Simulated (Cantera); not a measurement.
# Fluorocarbon and chlorocarbon gases: CHF₃ + CH₄ + H₂

Charge: 1 mol CHF₃, 0.027 mol CH₄, 0.65 mol H₂, held at 16.0 Pa.

Method: chemical equilibrium by Gibbs-energy minimisation in Cantera with the NASA 1993 tables (ideal gas, pure condensed phases). Candidate condensed phases: C, C₆H₆, C₇H₈, C₈H₁₈; 95 gas species. Gases not in the tables: C₂F₆ and larger saturated fluorocarbons. Kinetics and transport are ignored.

| T (K) | x HF | x CF₄ | x CF₂ | x F | x CF₃ | x CF | n C(graphite) |
|---|---|---|---|---|---|---|---|
| 1050 | 0.942 | 0.0579 | 5.19e-8 | 1.30e-8 | 1.32e-8 | <1e-12 | 0.879 |
| 1100 | 0.942 | 0.0579 | 2.26e-7 | 6.72e-8 | 4.33e-8 | <1e-12 | 0.879 |
| 1150 | 0.942 | 0.0579 | 8.62e-7 | 3.02e-7 | 1.28e-7 | <1e-12 | 0.879 |
| 1200 | 0.942 | 0.0579 | 2.94e-6 | 1.20e-6 | 3.45e-7 | 6.59e-12 | 0.879 |
| 1250 | 0.942 | 0.0579 | 9.08e-6 | 4.26e-6 | 8.61e-7 | 4.64e-11 | 0.879 |
| 1300 | 0.942 | 0.0579 | 2.57e-5 | 1.37e-5 | 2.00e-6 | 2.80e-10 | 0.879 |
| 1350 | 0.942 | 0.0579 | 6.71e-5 | 4.05e-5 | 4.35e-6 | 1.48e-9 | 0.879 |
| 1400 | 0.942 | 0.0578 | 0.000164 | 0.000111 | 8.96e-6 | 6.96e-9 | 0.879 |
| 1450 | 0.942 | 0.0576 | 0.000374 | 0.000283 | 1.75e-5 | 2.93e-8 | 0.879 |
| 1500 | 0.941 | 0.0573 | 0.000808 | 0.000678 | 3.26e-5 | 1.12e-7 | 0.878 |
| 1550 | 0.940 | 0.0565 | 0.00165 | 0.00153 | 5.81e-5 | 3.90e-7 | 0.878 |
x: gas mole fraction; n: condensed amount in mol.

From 1050 K to 1550 K the condensed part is C(graphite). The main C-bearing gas is CF₄ throughout.
